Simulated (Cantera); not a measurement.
Input: 1 mol SiH4, 1.5 mol NH3, 69 mol H2, equilibrated at 13.0 Pa.

Cantera equilibrium calculation (NASA polynomials, part measured and part estimated; ideal gas, pure solids and liquids). Candidate condensed phases: Si, Si3N4; 18 gas species. Mutual solubility and eutectic melting of coexisting phases are not modelled. Gases not in the tables: Si2H6 and higher silanes. Rates play no part.

x: gas mole fraction; n: condensed amount in mol.

| T (K) | x H2 | x H | x Si | x N2 | x SiH | n Si3N4(s) | n Si(s) |
|---|---|---|---|---|---|---|---|
| 873 | 0.999 | 4.10e-9 | <1e-12 | 0.00114 | <1e-12 | 0.333 | 0 |
| 973 | 0.999 | 9.48e-8 | <1e-12 | 0.00114 | <1e-12 | 0.333 | 0 |
| 1073 | 0.999 | 1.23e-6 | <1e-12 | 0.00114 | <1e-12 | 0.333 | 0 |
| 1173 | 0.999 | 1.03e-5 | 7.18e-10 | 0.00114 | 1.46e-10 | 0.333 | 0 |
| 1273 | 0.998 | 6.25e-5 | 1.39e-7 | 0.00185 | 1.53e-8 | 0.307 | 0.0786 |
| 1373 | 0.990 | … | … | 0.0101 | … | 0 | 1.000 |
| 1473 | 0.989 | … | … | 0.0101 | … | 0 | 0.997 |
| 1573 | 0.986 | 0.00354 | 0.000423 | 0.0101 | 1.15e-5 | 0 | 0.967 |
| 1673 | 0.977 | 0.00987 | 0.00321 | 0.0100 | 6.12e-5 | 0 | 0.751 |
| 1773 | 0.953 | 0.0244 | 0.0128 | 0.00987 | 0.000176 | 0 | 0 |

**Question.** What belongs in the gaps?

**Answer.** 
- 1473, x H: 0.00110
- 1473, x Si: 4.21e-5
- 1473, x SiH: 1.72e-6
- 1373, x H: 0.000291
- 1373, x Si: 2.98e-6
- 1373, x SiH: 1.92e-7
